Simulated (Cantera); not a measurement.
What does this Cantera script print?

```python
import numpy as np
import cantera as ct

gas_names = """
    Fe FeO Fe(OH)2 H HO2 H2 H2O H2O2 O OH O2 O3
""".split()
cond_names = """
    Fe(a) Fe(c) Fe(d) Fe(L) FeO(s) FeO(L) Fe(OH)2(s) Fe(OH)3(s) Fe2O3(s) Fe3O4(s) H2O(s) H2O(L)
""".split()


# ... load() reads the species with a 1 bar reference pressure and builds the phases ...
atoms = {
    'Fe2O3': {'Fe': 2, 'O': 3},
    'H2O': {'H': 2, 'O': 1},
    'O2': {'O': 2},
}
top_T = {'Fe2O3(s)': 1830, 'Fe3O4(s)': 1870}  # K; cautious upper limits of use, not melting points


# ... equilibrate(T, P, feed) seeds the gas with the atoms and calls Mixture.equilibrate('TP', solver="vcs", rtol=1e-11, max_steps=5000) ...
results = []
feed = {'Fe2O3': 1, 'H2O': 1.6, 'O2': 0.23}  # mol
T = 1198.15  # K
P = 7100  # Pa
mix = equilibrate(T, P, feed)
results.append((T, P, feed, dict(zip(mix.species_names, mix.species_moles))))
x = sorted(zip(gas.X, gas.species_names), reverse=True)
print(f"T = {T:g} K  P = {P:g} Pa  gas = {mix.phase_moles(0):.4g} mol")
print("   x: " + "  ".join(f"{s} {v:.3e}" for v, s in x if v > 0.0001))
print("   condensed (mol): " + ("  ".join(f"{mix.phase(i).name} {mix.phase_moles(i):.4g}"
      for i in range(1, mix.n_phases) if mix.phase_moles(i) > 1e-12) or "none"))
```

Result:

```
T = 1198.15 K  P = 7100 Pa  gas = 1.83 mol
   x: H2O 8.743e-01  O2 1.257e-01
   condensed (mol): Fe2O3(s) 1
```

These are equilibrium values from Cantera (NASA tables, ideal gas, pure condensed phases), not measurements of a reactor.
